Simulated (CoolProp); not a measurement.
m-xylene along the isotherm 292.15 °C: density (kg/m³) from the reference equation and from simpler models built on Tc = 343.7 °C, pc = 35.35 bar, ω = 0.326; each cubic takes its own stable root.

Values from CoolProp's reference Helmholtz-energy equation of state, Zhou 2012.

```csv
p (bar),phase,reference,Soave-Redlich-Kwong,Peng-Robinson
0.559,gas,1.272,1.272,1.273
0.903,gas,2.065,2.064,2.066
1.46,gas,3.366,3.362,3.368
2.36,gas,5.513,5.503,5.519
3.81,gas,9.101,9.070,9.113
6.15,gas,15.27,15.18,15.30
9.94,gas,26.54,26.23,26.58
16.1,gas,50.60,49.09,50.31
25.9,liquid,560.8,456.9,516.5
41.9,liquid,575.2,479.3,540.3
67.7,liquid,592.8,505.2,568.2
109,liquid,613.7,534.6,599.8
177,liquid,638.8,567.8,635.6
```
